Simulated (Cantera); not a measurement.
An isothermal, constant-pressure homogeneous reactor starts with 85.5 % NO, 14.5 % N₂, at 2125 K and 5600 Pa.

Cantera simulation using GRI-Mech 3.0 (53 species, 325 reactions); the numbers are that mechanism's predictions, not measurements.

x: mole fraction; the columns are a selection and need not sum to one.

```
t (s)       x NO     x N₂O      x O     x NO₂   x N₂      x O₂
--------  ------  --------  -------  --------  -----  --------
0.000800   0.855   7.92e-5        …   4.18e-6  0.145   4.92e-6
0.00208    0.854  0.000170        …   1.64e-5  0.145   3.85e-5
0.00541    0.853  0.000277        …   4.15e-5  0.146  0.000325
0.0141     0.849  0.000292        …   6.11e-5  0.148   0.00202
0.0366     0.838  0.000274        …   7.29e-5  0.153   0.00755
0.0953     0.807  0.000242        …   9.58e-5  0.169    0.0228
0.248      0.720  0.000175        …  0.000133  0.212    0.0657
0.645      0.501   7.35e-5        …  0.000151  0.321     0.174
1.68       0.175   7.87e-6        …   7.37e-5  0.484     0.337
4.37      0.0314   3.41e-7  0.00449   1.46e-5  0.556     0.408
11.4      0.0133   1.46e-7  0.00454   6.29e-6  0.565     0.417
29.6      0.0127   1.42e-7  0.00454   5.99e-6  0.565     0.418
76.9      0.0127   1.42e-7  0.00454   5.99e-6  0.565     0.418
200       0.0127   1.42e-7  0.00454   5.99e-6  0.565     0.418
```

Q: What belongs in the gaps?

A: 
- 0.000800, x O: 9.47e-5
- 0.00208, x O: 0.000266
- 0.00541, x O: 0.000689
- 0.0141, x O: 0.00112
- 0.0366, x O: 0.00128
- 0.0953, x O: 0.00155
- 0.248, x O: 0.00211
- 0.645, x O: 0.00308
- 1.68, x O: 0.00411
